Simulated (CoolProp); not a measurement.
A single-stage vapour-compression cycle with CH2F2 (R32): evaporating at 224.15 K (dew point), condensing at 285.15 K (bubble point), superheat 5 K, subcooling 8 K, compressor efficiency 0.8, no pressure losses. Each further row changes one setting.

The numbers come from the reference Helmholtz-energy equation of state, Tillner-Roth 1997 in CoolProp.

```csv
case,cooling COP,pressure ratio,discharge temperature (K),refrigerating effect (kJ/kg),volumetric capacity (kJ/m³)
as stated,2.30,10.1,388.5,295,973
evaporating temperature 229.15 K,(withheld),(withheld),376.8,298,1230
condensing temperature 280.15 K,2.57,8.74,377.2,304,1000
subcooling 13 K,(withheld),10.1,388.5,304,1000
superheat 15 K,2.26,10.1,(withheld),304,952
compressor efficiency 0.7,(withheld),10.1,405.8,295,973
```

Question: Complete the blanks.

Answer: 
- evaporating temperature 229.15 K, cooling COP: 2.62
- evaporating temperature 229.15 K, pressure ratio: 7.96
- subcooling 13 K, cooling COP: 2.37
- superheat 15 K, discharge temperature (K): 402.4
- compressor efficiency 0.7, cooling COP: 2.01
